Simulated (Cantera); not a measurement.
Charge: 1 mol Ti(OiPr)4, 3.6 mol O2, at 1323 K and 105 Torr.

Method: chemical equilibrium by Gibbs-energy minimisation in Cantera with the NASA 1993 tables (ideal gas, pure condensed phases). Candidate condensed phases: C, C6H6, C7H8, C8H18, H2O, Ti, TiC, TiO, TiO2, Ti2O3, Ti3O5, Ti4O7; 113 gas species. The feed counts by its element totals alone. Rates play no part.

Base state: H2 0.594, CO 0.405, CH4 0.000336, H2O 0.000247, CO2 9.07e-5 (mole fractions); condensed: C(graphite) + Ti3O5(s).

### Question
What changes in the equilibrium state with this change: temperature from 1323 K to 2223 K?

### Answer
```tsv
species	before	after
H2	0.594	0.548
CO	0.405	0.439
H	3.27e-6	0.0127
TiO	<1e-9	0.000111
Ti	<1e-9	2.30e-5
CH4	0.000336	1.20e-7
C(graphite), mol	2.47	0
Ti3O5(s), mol	0.333	0
TiC(s), mol	0	0.902
TiO(l), mol	0	0.0946
```
Mutual solubility and eutectic melting of coexisting phases are not modelled. TiC, TiO: taken at fixed stoichiometry. Condensed phases not in the tables: solid solutions among these carbides, nitrides and lower oxides.
